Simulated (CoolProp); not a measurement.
Normal hydrogen at 243.33 K and 0.239 MPa is compressed adiabatically to 0.449 MPa with isentropic efficiency 0.7. Each further row changes one setting.

Values from CoolProp's reference Helmholtz-energy equation of state, Leachman 2009.

```
case             work (kJ/kg)  final temperature (K)  final density (kg/m³)
---------------  ------------  ---------------------  ---------------------
as stated                   …                      …                      …
efficiency 1                …                      …                  0.371
efficiency 0.65             …                      …                      …
```

Task: Complete the blanks.

Result: 
- as stated, work (kJ/kg): 995
- as stated, final temperature (K): 313.3
- as stated, final density (kg/m³): 0.347
- efficiency 1, work (kJ/kg): 696
- efficiency 1, final temperature (K): 292.4
- efficiency 0.65, work (kJ/kg): 1070
- efficiency 0.65, final temperature (K): 318.6
- efficiency 0.65, final density (kg/m³): 0.341
